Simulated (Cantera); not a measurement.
An adiabatic, constant-pressure homogeneous reactor starts with H2 : O2 : N2 = 1 : 0.806 : 3.03 (molar parts), at 1050 K and 25000 Pa.

Cantera simulation using GRI-Mech 3.0 (53 species, 325 reactions); the numbers are that mechanism's predictions, not measurements.

### Question
Predict: time of steepest temperature rise; temperature at 1.00 s; equilibrium temperature; x(H2) at 1.00 s; x(O2) at 1.00 s; x(NO) at 1.00 s; x(H2O2) at 1.00 s; x(O) at 1.00 s; x(NO2) at 1.00 s.

### Answer
```
Item                                                                Result
---------------------------------  ---------------------------------------
time of steepest temperature rise                                 0.434 ms
temperature at 1.00 s                                               2373 K
equilibrium temperature                                             2373 K
x(H2) at 1.00 s                    0.00535 (gas-phase equilibrium 0.00535)
x(O2) at 1.00 s                      0.0629 (gas-phase equilibrium 0.0629)
x(NO) at 1.00 s                    0.00932 (gas-phase equilibrium 0.00932)
x(H2O2) at 1.00 s                  1.42e-7 (gas-phase equilibrium 1.42e-7)
x(O) at 1.00 s                     0.00378 (gas-phase equilibrium 0.00378)
x(NO2) at 1.00 s                   2.60e-6 (gas-phase equilibrium 2.60e-6)
```
